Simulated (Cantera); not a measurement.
Charge: 1 mol Fe₂O₃, 7.5 mol CO, 0.61 mol H₂, equilibrated at 10000 Pa.

Cantera equilibrium calculation (NASA polynomials, part measured and part estimated; ideal gas, pure solids and liquids). Candidate condensed phases: C, C₆H₆, C₇H₈, C₈H₁₈, Fe, Fe(CO)₅, FeO, Fe(OH)₂, Fe(OH)₃, Fe₂O₃, Fe₃O₄, H₂O; 114 gas species. The tables' stoichiometric FeO is somewhat more stable than real wüstite, so its field is too wide. FeO: taken at fixed stoichiometry. Equilibrium is a limit: real reactors are often held back by kinetics, nucleation or transport.

### Question
At 2125 K, list the 6 most abundant gas species with their mole fractions, and the condensed phases.

### Answer
CO 0.811, CO₂ 0.103, H₂ 0.0445, H₂O 0.0285, Fe 0.0101, H 0.00242. Condensed: FeO(l).
